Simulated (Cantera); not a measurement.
A perfectly stirred reactor is fed with H2 : O2 = 0.44 : 1 (molar parts), equivalence ratio 0.22, at 20.0 Torr; it is held at 1025 K, and followed from long to short residence time.

Cantera simulation using the H2/O2 subset of GRI-Mech 3.0, which has no nitrogen chemistry; the numbers are that mechanism's predictions, not measurements. Radical loss at walls, strong at low pressure, is not modelled. The temperature is held fixed by assumption; the heat of reaction is taken as removed at once.

Problem. What does this change do: temperature 1025 to 1200 K?

Solution. 
| quantity | before | after |
|---|---|---|
| x(H2) at τ = 15.0 s | 0.000242 | 0.000105 |
| x(O2) at τ = 15.0 s | 0.639 | 0.639 |
| x(HO2) at τ = 15.0 s | 5.20e-6 | 2.31e-6 |
| x(H2O) at τ = 15.0 s | 0.360 | 0.360 |
| x(H) at τ = 15.0 s | 8.12e-6 | 1.23e-5 |
| x(H2) at τ = 40.0 ms | 0.00910 | 0.00470 |
| x(O2) at τ = 40.0 ms | 0.636 | 0.630 |
| x(HO2) at τ = 40.0 ms | 3.42e-5 | 2.14e-5 |
| x(H2O) at τ = 40.0 ms | 0.346 | 0.347 |
| x(H) at τ = 40.0 ms | 0.00298 | 0.00454 |

Problem. What does this change do: temperature 1025 to 1348 K?

Solution. 
```tsv
quantity	before	after
x(H2) at τ = 15.0 s	0.000242	9.70e-5
x(O2) at τ = 15.0 s	0.639	0.639
x(HO2) at τ = 15.0 s	5.20e-6	1.29e-6
x(H2O) at τ = 15.0 s	0.360	0.360
x(H) at τ = 15.0 s	8.12e-6	1.63e-5
x(H2) at τ = 40.0 ms	0.00910	0.00463
x(O2) at τ = 40.0 ms	0.636	0.624
x(HO2) at τ = 40.0 ms	3.42e-5	1.49e-5
x(H2O) at τ = 40.0 ms	0.346	0.343
x(H) at τ = 40.0 ms	0.00298	0.00610
```
